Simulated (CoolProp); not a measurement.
A simple Rankine cycle with benzene: condensing at 331.15 K, boiler at 3.37 MPa, turbine inlet 547.2 K, turbine efficiency 0.8, pump efficiency 0.6, no recuperator. Each further row changes one setting.

Values from CoolProp's reference Helmholtz-energy equation of state, Thol 2012.

```
case                             thermal efficiency (%)  net work (kJ/kg)  heat in (kJ/kg)  turbine exit temperature (K)  volume ratio over the turbine
-------------------------------  ----------------------  ----------------  ---------------  ----------------------------  -----------------------------
as stated                                          21.3               144              674                         419.6                           80.6
turbine inlet 567.2 K                              21.3               154              724                         444.5                           75.2
condensing temperature 323.15 K                    22.3               153              689                             …                            107
boiler pressure 2.36 MPa                           20.2               143              705                         440.1                              …
turbine efficiency 0.7                             18.5                 …              674                         431.7                           83.0
```

Q: Some entries are withheld; supply them.

A: 
- condensing temperature 323.15 K, turbine exit temperature (K): 412.9
- boiler pressure 2.36 MPa, volume ratio over the turbine: 49.2
- turbine efficiency 0.7, net work (kJ/kg): 125
